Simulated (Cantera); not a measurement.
Feed: 1 mol Si, 2.3 mol HBr, 10 mol H2, held at 375 °C and 0.263 Torr.

Method: chemical equilibrium by Gibbs-energy minimisation in Cantera with the NASA 1993 tables (ideal gas, pure condensed phases). Candidate condensed phases: Br2, Si; 19 gas species. Equilibrium is a limit: real reactors are often held back by kinetics, nucleation or transport.

Base state: H2 0.949, SiBr4 0.0478, HBr 0.00192, SiHBr3 0.000957 (mole fractions); condensed: Si(s).

### Question
What changes in the equilibrium state with this change: pressure from 0.263 Torr to 1.50 Torr?

### Answer
```
species       before    after
----------  --------  -------
H2             0.949    0.950
SiBr4         0.0478   0.0476
SiHBr3      0.000957  0.00148
HBr          0.00192  0.00124
SiH2Br2      8.85e-6  2.11e-5
Si(s), mol     0.428    0.424
```
